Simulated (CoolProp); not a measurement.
Vapour-liquid equilibrium of R22 (1) + benzene (2) at 301.4 K; x and y are mole fractions of (1).

The numbers come from the multi-fluid Helmholtz-energy mixture model, Kamei 1995 and Thol 2012; pair parameters Bell 2016 in CoolProp.

```tsv
x	bubble pressure, mixture model (kPa)	bubble pressure, Raoult's law (kPa)	y, mixture model	y, Raoult's law
0.05	82.00	70.91	0.824	0.803
0.125	170.1	155.2	0.918	0.917
0.2	248.6	239.5	0.946	0.951
0.275	322.4	323.7	0.960	0.967
0.35	394.7	408.0	0.969	0.977
0.425	467.8	492.3	0.976	0.983
0.5	543.3	576.6	0.981	0.987
0.575	622.0	660.9	0.985	0.991
0.65	704.3	745.1	0.988	0.993
0.725	790.3	829.4	0.991	0.995
0.8	879.7	913.7	0.994	0.997
0.875	972.6	998.0	0.996	0.998
0.95	1070	1082	0.999	0.999
```

The largest gap from Raoult's law is +15.6 % in bubble pressure, at x = 0.05. No azeotrope shows between x = 0.05 and 0.95.

The pair parameters rest on a limited set of measurements; away from them the model extrapolates. The gap from Raoult's law changes sign with composition, which may be real or a fault of the pair parameters; it wasn't checked against measurements.
